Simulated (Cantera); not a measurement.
## Transport properties of process gases

Gas mixture: CH3OH : NH3 : H2O = 0.77 : 0.91 : 0.061 (molar parts), at 5.00 bar, frozen composition.

Cantera's kinetic-theory transport with the Lennard-Jones parameters of GRI-Mech 3.0, ideal gas; thermal conductivity in the multicomponent form. Polar gases are described roughly by these parameters. The composition is frozen, though it would react at the higher temperatures.

```json
[
 {"T (K)": "400", "ρ (kg/m³)": "3.56", "cp (J/kg/K)": "1862", "μ (µPa s)": "13.6", "λ (mW/m/K)": "36.2", "Pr": "0.700", "D (cm²/s) NO": "0.0638", "D (cm²/s) CO2": "0.0469", "D (cm²/s) N2": "0.0648"},
 {"T (K)": "600", "ρ (kg/m³)": "2.38", "cp (J/kg/K)": "2310", "μ (µPa s)": "20.4", "λ (mW/m/K)": "66.3", "Pr": "0.712", "D (cm²/s) NO": "0.134", "D (cm²/s) CO2": "0.102", "D (cm²/s) N2": "0.136"},
 {"T (K)": "800", "ρ (kg/m³)": "1.78", "cp (J/kg/K)": "2676", "μ (µPa s)": "26.8", "λ (mW/m/K)": "99.8", "Pr": "0.720", "D (cm²/s) NO": "0.222", "D (cm²/s) CO2": "0.174", "D (cm²/s) N2": "0.226"},
 {"T (K)": "1000", "ρ (kg/m³)": "1.43", "cp (J/kg/K)": "2980", "μ (µPa s)": "32.7", "λ (mW/m/K)": "135", "Pr": "0.724", "D (cm²/s) NO": "0.327", "D (cm²/s) CO2": "0.260", "D (cm²/s) N2": "0.332"},
 {"T (K)": "1200", "ρ (kg/m³)": "1.19", "cp (J/kg/K)": "3221", "μ (µPa s)": "38.1", "λ (mW/m/K)": "169", "Pr": "0.727", "D (cm²/s) NO": "0.447", "D (cm²/s) CO2": "0.359", "D (cm²/s) N2": "0.454"},
 {"T (K)": "1400", "ρ (kg/m³)": "1.02", "cp (J/kg/K)": "3418", "μ (µPa s)": "43.2", "λ (mW/m/K)": "203", "Pr": "0.728", "D (cm²/s) NO": "0.580", "D (cm²/s) CO2": "0.469", "D (cm²/s) N2": "0.589"},
 {"T (K)": "1600", "ρ (kg/m³)": "0.891", "cp (J/kg/K)": "3577", "μ (µPa s)": "47.9", "λ (mW/m/K)": "235", "Pr": "0.729", "D (cm²/s) NO": "0.726", "D (cm²/s) CO2": "0.590", "D (cm²/s) N2": "0.737"},
 {"T (K)": "1800", "ρ (kg/m³)": "0.792", "cp (J/kg/K)": "3705", "μ (µPa s)": "52.4", "λ (mW/m/K)": "266", "Pr": "0.729", "D (cm²/s) NO": "0.885", "D (cm²/s) CO2": "0.722", "D (cm²/s) N2": "0.898"},
 {"T (K)": "2000", "ρ (kg/m³)": "0.713", "cp (J/kg/K)": "3808", "μ (µPa s)": "56.6", "λ (mW/m/K)": "296", "Pr": "0.728", "D (cm²/s) NO": "1.05", "D (cm²/s) CO2": "0.863", "D (cm²/s) N2": "1.07"}
]
```
D: mixture-averaged diffusion coefficient of that species in the mixture.
